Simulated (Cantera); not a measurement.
## Thermodynamics of carbon deposition, reforming and gasification, feed acetone + H2O + H2

Charge: 1 mol acetone, 0.45 mol H2O, 19 mol H2, at 1000 Pa.

Equilibrium computed with Cantera from the NASA thermochemical tables; the gas is ideal and each condensed phase is pure. Candidate condensed phases: C, C6H6, C7H8, C8H18, H2O; 110 gas species. The feed counts by its element totals alone. Rates play no part.

| T (K) | x H2 | x H | x CO | x C2H2 (acetylene) | x CH4 | n C(graphite) |
|---|---|---|---|---|---|---|
| 1048 | 0.939 | 7.49e-8 | 0.0606 | 3.70e-9 | 0.000515 | 1.54 |
| 1148 | 0.939 | 6.94e-7 | 0.0607 | 3.49e-8 | 0.000210 | 1.55 |
| 1248 | 0.939 | 4.53e-6 | 0.0607 | 2.29e-7 | 9.83e-5 | 1.55 |
| 1348 | 0.939 | 2.24e-5 | 0.0607 | 1.13e-6 | 5.15e-5 | 1.55 |
| 1448 | 0.939 | 8.93e-5 | 0.0607 | 4.46e-6 | 2.94e-5 | 1.55 |
| 1548 | 0.939 | 0.000298 | 0.0607 | 1.47e-5 | 1.81e-5 | 1.55 |
| 1648 | 0.938 | 0.000863 | 0.0606 | 4.20e-5 | 1.18e-5 | 1.55 |
| 1748 | 0.937 | 0.00221 | 0.0606 | 0.000106 | 8.08e-6 | 1.54 |
| 1848 | 0.934 | 0.00512 | 0.0605 | 0.000241 | 5.75e-6 | 1.54 |
| 1948 | 0.928 | 0.0109 | 0.0603 | 0.000500 | 4.22e-6 | 1.53 |
| 2048 | 0.918 | 0.0214 | 0.0600 | 0.000962 | 3.16e-6 | 1.50 |
| 2148 | 0.899 | 0.0395 | 0.0595 | 0.00172 | 2.39e-6 | 1.47 |
| 2248 | 0.870 | 0.0685 | 0.0586 | 0.00288 | 1.80e-6 | 1.41 |
x: gas mole fraction; n: condensed amount in mol.

From 1048 K to 2248 K the condensed part is C(graphite). The main C-bearing gas is CO throughout.
